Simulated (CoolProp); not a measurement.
Values from CoolProp's reference Helmholtz-energy equation of state, Lemmon 2016.

Question: Give the vapour pressure (MPa), liquid density (kg/m³), enthalpy of vaporisation (kJ/kg), liquid cp (kJ/(kg K)) of saturated R365MFC at 368.6 K.

Answer: 
```
T (K)  p (MPa)  liquid density (kg/m³)  enthalpy of vaporisation (kJ/kg)  liquid cp (kJ/(kg K))
-----  -------  ----------------------  --------------------------------  ---------------------
368.6    0.525                    1090                               157                   1.55
```
